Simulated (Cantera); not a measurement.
Feed: 1 mol B, 3.8 mol H₂O, 79 mol N₂, equilibrated at 15000 Pa.

These are equilibrium values from Cantera (NASA tables, ideal gas, pure condensed phases), not measurements of a reactor. Candidate condensed phases: B, BN, B₂O₃, B₃O₃H₃, H₂O; 39 gas species. Gases not in the tables: H₃BO₃. Equilibrium is a limit: real reactors are often held back by kinetics, nucleation or transport.

Question: At 1398 K, list the 5 most abundant gas species with their mole fractions, and the condensed phases.

Answer: N₂ 0.952, H₂O 0.0258, H₂ 0.0181, HBO₂ 0.00380, B₂O₃ 1.53e-5. Condensed: B₂O₃(l).
